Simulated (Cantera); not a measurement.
An adiabatic, constant-pressure homogeneous reactor starts with CH4 : O2 : N2 = 1 : 0.87 : 3.27 (molar parts), equivalence ratio 2.3, at 1448 K and 4.80 bar. Integrator tolerance rtol = 1e-08.

Cantera simulation using GRI-Mech 3.0 (53 species, 325 reactions); the numbers are that mechanism's predictions, not measurements.

Task: What does this change do: 0.066 parts H2 added?

Result: 
| quantity | before | after |
|---|---|---|
| time of steepest temperature rise | 0.909 ms | 0.654 ms |
| temperature at 3.00 s | 2338 K | 2330 K |
| equilibrium temperature | 2338 K | 2330 K |
| x(CH4) at 3.00 s | 1.99e-9 (gas-phase equilibrium 2.25e-9) | 2.30e-9 (gas-phase equilibrium 2.61e-9) |
| x(O2) at 3.00 s | 3.42e-7 (gas-phase equilibrium 3.42e-7) | 2.87e-7 (gas-phase equilibrium 2.87e-7) |
| x(O) at 3.00 s | 1.66e-6 (gas-phase equilibrium 1.66e-6) | 1.45e-6 (gas-phase equilibrium 1.45e-6) |
| x(NO) at 3.00 s | 1.77e-5 (gas-phase equilibrium 1.77e-5) | 1.58e-5 (gas-phase equilibrium 1.58e-5) |
| x(HCN) at 3.00 s | 9.99e-7 (gas-phase equilibrium 9.99e-7) | 1.05e-6 (gas-phase equilibrium 1.05e-6) |
